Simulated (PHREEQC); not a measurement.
Consider water at 20 °C with 0.00014 mol/kgw CaSO4, 0.0013 mol/kgw Na2HPO4 and 0.048 mol/kgw KCl. Closed to the air; pH follows from the charge balance.

Equilibrium calculation in PHREEQC: ion-association model, wateq4f.dat.

No solid was allowed to form.

Question: Order these P species by the share of P that they hold, largest first: HPO4-2, CaHPO4, H2PO4-, CaPO4-, KHPO4-.

Answer: HPO4-2 (92 %), KHPO4- (3.9 %), H2PO4- (1.7 %), CaPO4- (1.4 %), CaHPO4 (1.1 %)

Question: Order these S species by the share of S that they hold, largest first: CaSO4, NaSO4-, SO4-2, KSO4-.

Answer: SO4-2 (87 %), KSO4- (12 %), NaSO4- (0.50 %), CaSO4 (0.38 %)

The pH is 8.69 and the ionic strength 0.0522 mol/kgw. Saturation is exceeded, for instance for Hydroxyapatite; the values hold only as long as no solid forms. H3PO4, which wateq4f.dat lacks, is added to it with the constant of phreeqc.dat.
